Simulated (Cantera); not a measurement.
Gas mixture: N2O = 0.22 (molar parts), at 500000 Pa, frozen composition.

Cantera's kinetic-theory transport with the Lennard-Jones parameters of GRI-Mech 3.0, ideal gas; thermal conductivity in the mixture-averaged form. The composition is frozen, though it would react at the higher temperatures.

One state of this run: ρ (kg/m³) = 3.31; cp (J/kg/K) = 1192; μ (µPa s) = 34.0; λ (mW/m/K) = 54.9; Pr = 0.739; D (cm²/s) C2H2 = 0.148; D (cm²/s) CO2 = 0.137; D (cm²/s) NO = 0.175. D: mixture-averaged diffusion coefficient of that species in the mixture.

Problem. Which value of T (K) does it belong to?
A) 1400
B) 800
C) 1200
D) 600

Solution. B, 800
